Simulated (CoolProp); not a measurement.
A Linde-Hampson liquefier for carbon monoxide: isothermal reversible compression at 230 K from 1 atm to 40 MPa, throttling to 1 atm, return gas leaving the recuperator 10 K below the feed. Each further row changes one setting.

The numbers come from the reference Helmholtz-energy equation of state, Lemmon 2006 in CoolProp. It is a short technical equation, of lower accuracy than the large ones.

| case | liquid yield per pass | compression work (kJ/kg of gas) |
|---|---|---|
| as stated | 0.186 | 399 |
| high pressure 80 MPa | 0.131 | 472 |
| warm-end temperature 260 K | 0.133 | 460 |
| warm-end gap 15 K | 0.174 | 399 |
